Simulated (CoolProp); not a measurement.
Vapour-liquid equilibrium of R22 (1) + R123 (2) at 0.242 MPa; x and y are mole fractions of (1).

The numbers come from the multi-fluid Helmholtz-energy mixture model, Kamei 1995 and Younglove 1994; pair parameters Bell 2016 in CoolProp.

```tsv
x	bubble temperature, mixture model (K)	bubble temperature, Raoult's law (K)	y, mixture model	y, Raoult's law
0.05	317.8	315.8	0.279	0.338
0.15	301.6	299.2	0.618	0.666
0.25	289.3	287.9	0.784	0.810
0.35	280.2	279.6	0.870	0.883
0.45	273.2	273.1	0.918	0.926
0.55	267.9	268.0	0.947	0.952
0.65	263.6	263.7	0.965	0.970
0.75	260.0	260.0	0.979	0.982
0.85	256.9	256.8	0.989	0.991
0.95	254.1	254.1	0.996	0.997
```

The largest gap from Raoult's law is +2.4 K in bubble temperature, at x = 0.15. No azeotrope shows between x = 0.05 and 0.95.

The pair parameters rest on a limited set of measurements; away from them the model extrapolates.
